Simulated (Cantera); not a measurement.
Metals in furnace atmospheres: Fe + SO₂ + N₂

Charge: 1 mol Fe, 4.1 mol SO₂, 89 mol N₂, equilibrated at 100000 Pa.

Equilibrium computed with Cantera from the NASA thermochemical tables; the gas is ideal and each condensed phase is pure. Candidate condensed phases: Fe, FeO, FeS, FeSO₄, FeS₂, Fe₂O₃, Fe₂(SO₄)₃, Fe₃O₄, S; 19 gas species. Mutual solubility and eutectic melting of coexisting phases are not modelled. FeS: taken at fixed stoichiometry. Gases not in the tables: S₃ to S₇. Equilibrium is a limit: real reactors are often held back by kinetics, nucleation or transport.

From 700 K to 800 K the condensed part is FeS₂(s) + Fe₃O₄(s). From 850 K to 1150 K the condensed part is FeS(s) + Fe₃O₄(s). From 1200 K to 1300 K the condensed part is Fe₃O₄(s).

```tsv
T (K)	x N₂	x SO₂	x S₂	x S₂O	x SO	x S	x SO₃	x NO	n FeS₂(s)	n Fe₃O₄(s)	n FeS(s)
700	0.961	0.0389	1.86e-5	4.00e-6	1.61e-9	<1e-12	8.63e-11	<1e-12	0.248	0.251	0
750	0.961	0.0388	8.13e-5	1.15e-5	9.39e-9	<1e-12	1.53e-10	<1e-12	0.244	0.252	0
800	0.961	0.0387	0.000296	2.91e-5	4.39e-8	<1e-12	2.52e-10	<1e-12	0.228	0.257	0
850	0.960	0.0392	0.000805	5.99e-5	1.66e-7	2.01e-12	4.16e-10	<1e-12	0	0.232	0.305
900	0.960	0.0390	0.00108	7.23e-5	4.65e-7	1.27e-11	7.34e-10	<1e-12	0	0.242	0.274
950	0.960	0.0387	0.00142	8.57e-5	1.16e-6	6.63e-11	1.22e-9	<1e-12	0	0.255	0.235
1000	0.960	0.0383	0.00180	9.99e-5	2.66e-6	2.94e-10	1.91e-9	2.08e-12	0	0.270	0.191
1050	0.960	0.0380	0.00225	0.000115	5.61e-6	1.13e-9	2.88e-9	9.33e-12	0	0.287	0.140
1100	0.960	0.0376	0.00274	0.000130	1.10e-5	3.84e-9	4.16e-9	3.64e-11	0	0.305	0.0841
1150	0.959	0.0371	0.00328	0.000145	2.05e-5	1.18e-8	5.82e-9	1.26e-10	0	0.326	0.0227
1200	0.959	0.0369	0.00347	0.000148	3.52e-5	3.11e-8	8.20e-9	4.07e-10	0	0.333	0
1250	0.959	0.0369	0.00347	0.000146	5.72e-5	7.40e-8	1.15e-8	1.21e-9	0	0.333	0
1300	0.959	0.0369	0.00346	0.000144	8.96e-5	1.65e-7	1.57e-8	3.32e-9	0	0.333	0
```
x: gas mole fraction; n: condensed amount in mol.
